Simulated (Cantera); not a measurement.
Charge: 1 mol Ca(OH)2, 4.9 mol H2, 5.6 mol CO2, at 6600 Pa.

Cantera equilibrium calculation (NASA polynomials, part measured and part estimated; ideal gas, pure solids and liquids). Candidate condensed phases: C, C6H6, C7H8, C8H18, Ca, CaCO3, CaO, Ca(OH)2, H2O; 115 gas species. Rates play no part.

**Question.** At 1202 °C, list the 5 most abundant gas species with their mole fractions, and the condensed phases.

**Answer.** H2O 0.349, CO 0.262, CO2 0.225, H2 0.164, H 2.04e-5. Condensed: CaO(s).
